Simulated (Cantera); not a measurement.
# Low-pressure radical oxidation in H2/O2

An isothermal, constant-pressure homogeneous reactor starts with 3.54 % H2, 96.5 % O2, equivalence ratio 0.018, at 1250 K and 0.0158 atm.

Computed with Cantera and the H2/O2 subset of GRI-Mech 3.0, which has no nitrogen chemistry. Radical loss at walls, strong at low pressure, is not modelled. The temperature is held fixed by assumption; the heat of reaction is taken as removed at once.

| t (s) | x H2 | x O2 | x OH | x H2O | x H2O2 |
|---|---|---|---|---|---|
| 0.000100 | 0.0354 | 0.965 | 6.74e-9 | 3.67e-9 | 2.43e-12 |
| 0.000345 | 0.0354 | 0.965 | 7.93e-8 | 1.16e-7 | 2.86e-11 |
| 0.00119 | 0.0352 | 0.965 | 4.72e-5 | 8.86e-5 | 4.76e-10 |
| 0.00410 | 0.000484 | 0.936 | 0.00300 | 0.0315 | 7.23e-8 |
| 0.0141 | 0.000367 | 0.941 | 0.00265 | 0.0324 | 6.87e-8 |
| 0.0488 | 0.000200 | 0.952 | 0.00196 | 0.0340 | 6.49e-8 |
| 0.168 | 4.96e-5 | 0.961 | 0.000983 | 0.0353 | 4.61e-8 |
| 0.580 | 6.51e-6 | 0.963 | 0.000358 | 0.0358 | 1.94e-8 |
| 2.00 | 8.02e-7 | 0.964 | 0.000126 | 0.0359 | 5.50e-9 |
x: mole fraction; the columns are a selection and need not sum to one.

Equilibrium at this temperature and pressure: H2 1.01e-8, O2 0.964, OH 1.42e-5, H2O 0.0360, H2O2 1.65e-10 (gas phase only).
